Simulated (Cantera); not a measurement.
A perfectly stirred reactor is fed with H₂ : O₂ = 0.02 : 1 (molar parts), equivalence ratio 0.010, at 10.00 Torr; it is held at 1373 K, and followed from long to short residence time.

Computed with Cantera and the H2/O2 subset of GRI-Mech 3.0, which has no nitrogen chemistry. Radical loss at walls, strong at low pressure, is not modelled.

What does this change do: H2 0.02 to 0.072 parts?


| quantity | before | after |
|---|---|---|
| x(H₂) at τ = 0.730 s | 7.03e-5 | 0.000278 |
| x(O₂) at τ = 0.730 s | 0.974 | 0.923 |
| x(OH) at τ = 0.730 s | 0.00138 | 0.00293 |
| x(HO₂) at τ = 0.730 s | 5.03e-7 | 1.32e-6 |
| x(O) at τ = 0.730 s | 0.00509 | 0.00655 |
| x(H₂) at τ = 62.0 ms | 0.000245 | 0.00103 |
| x(O₂) at τ = 62.0 ms | 0.966 | 0.903 |
| x(OH) at τ = 62.0 ms | 0.00221 | 0.00553 |
| x(HO₂) at τ = 62.0 ms | 8.06e-7 | 2.28e-6 |
| x(O) at τ = 62.0 ms | 0.0125 | 0.0240 |
The temperature is held fixed by assumption; the heat of reaction is taken as removed at once.

What does this change do: O2 1 to 0.22 parts?


```json
[
 {"quantity": "x(H₂) at τ = 0.730 s", "before": "7.03e-5", "after": "0.000353"},
 {"quantity": "x(O₂) at τ = 0.730 s", "before": "0.974", "after": "0.905"},
 {"quantity": "x(OH) at τ = 0.730 s", "before": "0.00138", "after": "0.00329"},
 {"quantity": "x(HO₂) at τ = 0.730 s", "before": "5.03e-7", "after": "1.58e-6"},
 {"quantity": "x(O) at τ = 0.730 s", "before": "0.00509", "after": "0.00660"},
 {"quantity": "x(H₂) at τ = 62.0 ms", "before": "0.000245", "after": "0.00136"},
 {"quantity": "x(O₂) at τ = 62.0 ms", "before": "0.966", "after": "0.883"},
 {"quantity": "x(OH) at τ = 62.0 ms", "before": "0.00221", "after": "0.00636"},
 {"quantity": "x(HO₂) at τ = 62.0 ms", "before": "8.06e-7", "after": "2.74e-6"},
 {"quantity": "x(O) at τ = 62.0 ms", "before": "0.0125", "after": "0.0255"}
]
```
The temperature is held fixed by assumption; the heat of reaction is taken as removed at once.

What does this change do: 0.016 parts H2O added?


```csv
quantity,before,after
x(H₂) at τ = 0.730 s,7.03e-5,8.98e-5
x(O₂) at τ = 0.730 s,0.974,0.960
x(OH) at τ = 0.730 s,0.00138,0.00161
x(HO₂) at τ = 0.730 s,5.03e-7,6.13e-7
x(O) at τ = 0.730 s,0.00509,0.00388
x(H₂) at τ = 62.0 ms,0.000245,0.000310
x(O₂) at τ = 62.0 ms,0.966,0.953
x(OH) at τ = 62.0 ms,0.00221,0.00270
x(HO₂) at τ = 62.0 ms,8.06e-7,1.05e-6
x(O) at τ = 62.0 ms,0.0125,0.0108
```
